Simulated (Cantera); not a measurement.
**Low-pressure radical oxidation in H2/O2**

A perfectly stirred reactor is fed with H2 : O2 : N2 = 0.36 : 1 : 0.3 (molar parts), equivalence ratio 0.18, at 0.0132 atm; it is held at 1073 K, and followed from long to short residence time.

Cantera simulation using GRI-Mech 3.0 (53 species, 325 reactions); the numbers are that mechanism's predictions, not measurements. Radical loss at walls, strong at low pressure, is not modelled. The temperature is held fixed by assumption; the heat of reaction is taken as removed at once.

```json
[
 {"τ (s)": "0.93", "x H2": "0.00116", "x O2": "0.552", "x NO": "4.59e-8", "x H2O": "0.241", "x HO2": "7.07e-6"},
 {"τ (s)": "0.26", "x H2": "0.00253", "x O2": "0.550", "x NO": "9.80e-8", "x H2O": "0.237", "x HO2": "9.02e-6"},
 {"τ (s)": "0.072", "x H2": "0.00541", "x O2": "0.546", "x NO": "1.98e-7", "x H2O": "0.229", "x HO2": "1.04e-5"},
 {"τ (s)": "0.020", "x H2": "0.0112", "x O2": "0.537", "x NO": "3.27e-7", "x H2O": "0.210", "x HO2": "1.07e-5"},
 {"τ (s)": "0.0056", "x H2": "0.0222", "x O2": "0.525", "x NO": "3.19e-7", "x H2O": "0.176", "x HO2": "9.90e-6"},
 {"τ (s)": "0.0016", "x H2": "0.0453", "x O2": "0.525", "x NO": "1.31e-7", "x H2O": "0.136", "x HO2": "8.67e-6"},
 {"τ (s)": "0.00044", "x H2": "0.106", "x O2": "0.550", "x NO": "1.78e-8", "x H2O": "0.0809", "x HO2": "6.93e-6"}
]
```
x: mole fraction; the columns are a selection and need not sum to one.
